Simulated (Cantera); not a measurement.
Charge: 1 mol SiHCl3, 4 mol N2, 0.31 mol NH3, held at 2023.15 K and 1.00 bar.

Equilibrium computed with Cantera from the NASA thermochemical tables; the gas is ideal and each condensed phase is pure. Candidate condensed phases: NH4Cl, Si, Si3N4; 28 gas species. The tables' values for SiCl3, SiCl are old estimates; treat these amounts as uncertain. The numbers say what is thermodynamically allowed, not how fast it happens.

Base state: N2 0.633, SiCl2 0.136, HCl 0.135, H2 0.0792, SiCl3 0.0138, SiCl4 0.00155, Cl 0.000675, H 0.000535 (mole fractions); condensed: gas only.

Problem. What changes in the equilibrium state with this change: temperature from 2023.15 K to 1248.15 K?

Solution. 
```tsv
species	before	after
N2	0.633	0.654
HCl	0.135	0.204
SiCl4	0.00155	0.0771
SiCl2	0.136	5.25e-5
SiCl3	0.0138	0.000749
H2	0.0792	0.0640
SiCl	0.000186	<1e-9
Si	1.46e-5	<1e-9
H	0.000535	1.18e-7
Cl	0.000675	3.22e-7
SiH2Cl2	1.75e-5	1.29e-6
Si3N4(s), mol	0	0.181
```
The tables' values for SiCl3 are old estimates; treat these amounts as uncertain.
